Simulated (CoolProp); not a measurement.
A simple Rankine cycle with toluene: condensing at 317.15 K, boiler at 0.155 MPa, turbine inlet 404.4 K, turbine efficiency 0.8, pump efficiency 0.8, no recuperator. Each further row changes one setting.

Model: reference Helmholtz-energy equation of state, Lemmon 2006, in CoolProp. It is a short technical equation, of lower accuracy than the large ones.

| case | thermal efficiency (%) | net work (kJ/kg) | heat in (kJ/kg) | turbine exit temperature (K) | volume ratio over the turbine |
|---|---|---|---|---|---|
| as stated | 14.1 | 72.7 | 515 | 349.1 | 14.8 |
| turbine inlet 424.4 K | 14.1 | 77.0 | 547 | 369.6 | 14.9 |
| condensing temperature 309.15 K | 15.4 | 81.5 | 529 | 342.4 | 21.1 |
| boiler pressure 0.108 MPa | 12.5 | 64.6 | 517 | 356.8 | 10.4 |
| turbine efficiency 0.7 | 12.4 | 63.6 | 515 | 355.9 | 15.1 |
